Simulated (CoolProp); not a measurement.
The numbers come from the reference Helmholtz-energy equation of state, Gao 2020 in CoolProp.

### Question
For ammonia, give the phase and the density (kg/m³), cp (kJ/(kg K)), speed of sound (m/s), expansivity (1/kK) at 169.45 °C and 4.92 MPa; 242.15 °C and 4.92 MPa.

### Answer
- 169.45 °C and 4.92 MPa: gas; density 26.0, cp 3.03, speed of sound 486, expansivity 3.58
- 242.15 °C and 4.92 MPa: gas; density 21.0, cp 2.82, speed of sound 540, expansivity 2.51
